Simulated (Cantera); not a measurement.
What does this Cantera script print?

```python
import numpy as np
import cantera as ct

gas_names = """
    H HNO HNO2 HNO3 HO2 H2 H2O H2O2 H2S H2SO4 Mg MgH MgN MgO MgOH MgO2H2 MgS Mg2 N NH NH2 NH3 NH2OH NO
    NO2 NO3 N2 N2H2 N2H4 N2O O OH O2 O3 S SH SN SO SO2 SO3 S2 S2O S8
""".split()
cond_names = """
    H2O(s) H2O(L) H2SO4(L) Mg(cr) Mg(L) MgO(s) MgO(L) MgO2H2(s) MgS(s) MgSO4(s) MgSO4(L) S(cr1) S(cr2)
    S(L)
""".split()


def load(file, names, dense=False):
    # The tables refer to 1 bar. Condensed volumes are neglected.
    table = {s.name: s for s in ct.Species.list_from_file(file)}
    out = []
    for n in names:
        d = dict(table[n].input_data)
        d["thermo"] = dict(d["thermo"], **{"reference-pressure": 1e5})
        if dense:
            d["equation-of-state"] = {"model": "constant-volume", "density": "1e6 g/cm^3"}
        out.append(ct.Species.from_dict(d))
    return out


gas = ct.Solution(thermo="ideal-gas", species=load("nasa_gas.yaml", gas_names))
cond = {s.name: ct.Solution(thermo="fixed-stoichiometry", species=[s], name=s.name)
        for s in load("nasa_condensed.yaml", cond_names, dense=True)}
atoms = {
    'MgO': {'Mg': 1, 'O': 1},
    'H2S': {'H': 2, 'S': 1},
    'N2': {'N': 2},
}
top_T = {'MgS(s)': 2250}  # K; cautious upper limits of use, not melting points


def equilibrate(T, P, feed):
    n = {}
    for name, mol in feed.items():
        for a, k in atoms[name].items():
            n[a] = n.get(a, 0.0) + k * mol
    gas.TPX = T, P, n
    mass = sum(n.values()) * gas.mean_molecular_weight
    gas.equilibrate("TP")
    valid = [c for c in cond.values() if c.min_temp <= T <= top_T.get(c.name, c.max_temp)]
    mix = ct.Mixture([(gas, mass / gas.mean_molecular_weight)] + [(c, 0.0) for c in valid])
    mix.T, mix.P = T, P
    mix.equilibrate("TP", solver="vcs", rtol=1e-11, max_steps=5000)
    return mix


results = []
T = 1200  # K
P = 270000  # Pa
for m in [0.59, 0.81, 1.1, 1.5, 2, 2.7, 3.7, 5, 6.8, 9.3, 13, 17, 23]:
    feed = {'MgO': 1, 'H2S': 0.11, 'N2': m}  # mol
    mix = equilibrate(T, P, feed)
    results.append((T, P, feed, dict(zip(mix.species_names, mix.species_moles))))

top = {s: max(r[3][s] / sum(r[3][g] for g in gas_names) for r in results) for s in gas_names}
cols = sorted((s for s in top if top[s] > 1e-06), key=lambda s: -top[s])[:6]
seen = [c for c in cond_names if any(r[3].get(c, 0) > 1e-12 for r in results)]
print("log10 of partial pressures in bar; condensed amounts in mol")
print(f"{'n(N2)':>10s}" + "".join(f"{s[:9]:>10s}" for s in cols + seen))
for T, P, feed, n in results:
    ng = sum(n[g] for g in gas_names)
    print(f"{feed['N2']:10.4g}" + "".join(f"{np.log10(max(n[s] / ng * P / 1e5, 1e-99)):10.3f}" for s in cols)
          + "".join(f"{n.get(c, 0):10.4g}" for c in seen))
```

Result:

```
log10 of partial pressures in bar; condensed amounts in mol
     n(N2)        N2       H2S        H2        S2       H2O        SH    MgO(s)    MgS(s)
      0.59     0.351    -0.497    -1.130    -1.432    -1.584    -3.718    0.9931  0.006851
      0.81     0.371    -0.623    -1.213    -1.515    -1.710    -3.802    0.9933   0.00673
       1.1     0.386    -0.749    -1.298    -1.600    -1.836    -3.886    0.9934  0.006601
       1.5     0.397    -0.882    -1.386    -1.688    -1.969    -3.975    0.9935  0.006457
         2     0.405    -1.009    -1.471    -1.773    -2.096    -4.059    0.9937  0.006312
       2.7     0.412    -1.144    -1.561    -1.863    -2.231    -4.150    0.9939   0.00615
       3.7     0.417    -1.289    -1.658    -1.959    -2.376    -4.246     0.994  0.005966
         5     0.420    -1.430    -1.752    -2.053    -2.517    -4.340    0.9942  0.005779
       6.8     0.423    -1.576    -1.849    -2.151    -2.663    -4.438    0.9944  0.005576
       9.3     0.425    -1.728    -1.950    -2.252    -2.814    -4.538    0.9946  0.005358
        13     0.427    -1.892    -2.059    -2.361    -2.979    -4.648    0.9949  0.005113
        17     0.428    -2.025    -2.148    -2.450    -3.112    -4.737    0.9951  0.004909
        23     0.429    -2.177    -2.250    -2.551    -3.264    -4.838    0.9953  0.004672
```

These are equilibrium values from Cantera (NASA tables, ideal gas, pure condensed phases), not measurements of a reactor. Mutual solubility and eutectic melting of coexisting phases are not modelled. Gases not in the tables: S3 to S7.
